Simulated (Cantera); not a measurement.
Charge: 1 mol Al, 18 mol NH₃, 27 mol N₂, 0.025 mol O₂, equilibrated at 1.00 bar.

Cantera equilibrium calculation (NASA polynomials, part measured and part estimated; ideal gas, pure solids and liquids). Candidate condensed phases: Al, AlN, Al₂O₃, H₂O; 35 gas species. Mutual solubility and eutectic melting of coexisting phases are not modelled. The tables' values for AlOH are old estimates; treat these amounts as uncertain. Condensed phases not in the tables: aluminium oxynitride. Rates play no part.

x: gas mole fraction; n: condensed amount in mol.

| T (°C) | x N₂ | x H₂ | x H | x Al | x Al₂O | x AlH | n AlN(s) | n Al₂O₃(s) |
|---|---|---|---|---|---|---|---|---|
| 1250 | 0.568 | 0.432 | 1.52e-5 | 1.77e-10 | 2.85e-12 | 1.29e-10 | 0.967 | 0.0165 |
| 1350 | 0.568 | 0.432 | 4.54e-5 | 3.92e-9 | 1.48e-10 | 1.99e-9 | 0.967 | 0.0163 |
| 1450 | 0.568 | 0.432 | ___ | ___ | ___ | ___ | 0.968 | 0.0162 |
| 1550 | 0.568 | 0.432 | 0.000285 | 6.80e-7 | 1.05e-7 | 1.91e-7 | 0.968 | 0.0160 |
| 1650 | 0.568 | 0.431 | 0.000619 | 5.95e-6 | 1.65e-6 | 1.30e-6 | 0.968 | 0.0157 |
| 1750 | 0.568 | 0.431 | ___ | ___ | ___ | ___ | 0.964 | 0.0149 |
| 1850 | 0.567 | 0.430 | 0.00235 | 0.000245 | 0.000183 | 3.48e-5 | 0.937 | 0.0109 |
| 1950 | 0.566 | 0.427 | 0.00419 | 0.00122 | 0.000719 | 0.000143 | 0.822 | 0 |

Some entries are withheld; supply them.


- 1750, x H: 0.00125
- 1750, x Al: 4.19e-5
- 1750, x Al₂O: 1.96e-5
- 1750, x AlH: 7.32e-6
- 1450, x H: 0.000120
- 1450, x Al: 6.01e-8
- 1450, x Al₂O: 4.79e-9
- 1450, x AlH: 2.24e-8
